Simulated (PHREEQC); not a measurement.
# Polishing slurry liquid (model solution)

A solution holds 0.026 mol/kgw KOH and 7.1e-05 mol/kgw CO2, at 60 °C and 10 atm. Closed to the air; pH follows from the charge balance.

Equilibrium calculation in PHREEQC: ion-association model, phreeqc.dat.

- pH = 11.35
- ionic strength = 0.0261 mol/kgw
- specific conductance = 12000 µS/cm
- total alkalinity = 26.0 meq/kg

```tsv
species	molality	activity	log γ
K+	0.0260	0.0219	-0.074
OH-	0.0259	0.0218	-0.074
CO3-2	6.84e-5	3.65e-5	-0.273
HCO3-	2.62e-6	2.24e-6	-0.068
```

Precipitation was switched off in this run. Away from 25 °C the constants follow the database's enthalpies or fits; those with neither stay at their 25 °C values.
